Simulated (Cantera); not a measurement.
Cantera run, input and output.

```python
import numpy as np
import cantera as ct

gas = ct.Solution("h2o2.yaml")
gas.TPX = 525, 100000, {'H2': 1, 'O2': 0.417, 'N2': 1.57}
inlet = ct.Reservoir(gas, clone=True)
gas.equilibrate("HP")  # start burning
reactor = ct.IdealGasConstPressureReactor(gas, energy="on", clone=False)
exhaust = ct.Reservoir(gas, clone=True)
tau = [0.043, 0.018, 0.0076, 0.0032, 0.0013, 0.00056, 0.00024, 0.0001, 4.2e-05, 1.8e-05][0]
for a, b in ((inlet, reactor), (reactor, exhaust)):
    ct.MassFlowController(a, b, mdot=lambda t: reactor.mass / tau)
net = ct.ReactorNet([reactor])
show = ['H2', 'O2', 'H2O2', 'H', 'OH', 'HO2', 'O']

rows = []
print(f"{'tau/s':>10s}{'T/K':>9s}" + "".join(f"{s:>11s}" for s in show))
for tau in [0.043, 0.018, 0.0076, 0.0032, 0.0013, 0.00056, 0.00024, 0.0001, 4.2e-05, 1.8e-05]:
    net.initial_time = 0.0
    net.advance(30 * tau)
    before = gas.X
    net.advance(40 * tau)
    drift = np.max(np.abs(gas.X - before) / (gas.X + 1e-9))
    rows.append([gas.T, *gas[show].X, drift])
    print(f"{tau:10.3e}{gas.T:9.1f}" + "".join(f"{x:11.3e}" for x in gas[show].X))
```

Result:

```
     tau/s      T/K         H2         O2       H2O2          H         OH        HO2          O
 4.300e-02   2486.7  6.640e-02  1.008e-03  7.211e-08  7.310e-03  7.002e-03  4.882e-07  5.083e-04
 1.800e-02   2471.6  6.683e-02  1.268e-03  8.284e-08  8.302e-03  7.721e-03  6.141e-07  6.347e-04
 7.600e-03   2442.5  6.767e-02  1.799e-03  1.014e-07  1.023e-02  8.978e-03  8.669e-07  9.039e-04
 3.200e-03   2391.4  6.915e-02  2.800e-03  1.296e-07  1.368e-02  1.083e-02  1.332e-06  1.444e-03
 1.300e-03   2306.9  7.141e-02  4.566e-03  1.746e-07  1.964e-02  1.309e-02  2.164e-06  2.472e-03
 5.600e-04   2195.2  7.387e-02  6.993e-03  2.488e-07  2.806e-02  1.486e-02  3.454e-06  3.986e-03
 2.400e-04   2053.1  7.605e-02  1.017e-02  4.013e-07  3.967e-02  1.558e-02  5.548e-06  5.993e-03
 1.000e-04   1881.8  7.766e-02  1.424e-02  7.629e-07  5.466e-02  1.472e-02  9.022e-06  8.235e-03
 4.200e-05   1696.1  8.032e-02  1.977e-02  1.593e-06  7.068e-02  1.229e-02  1.495e-05  9.956e-03
 1.800e-05   1499.3  9.430e-02  3.053e-02  3.081e-06  8.060e-02  8.724e-03  2.794e-05  1.004e-02
```

Model: the H2/O2 subset of GRI-Mech 3.0, which has no nitrogen chemistry, integrated in Cantera.
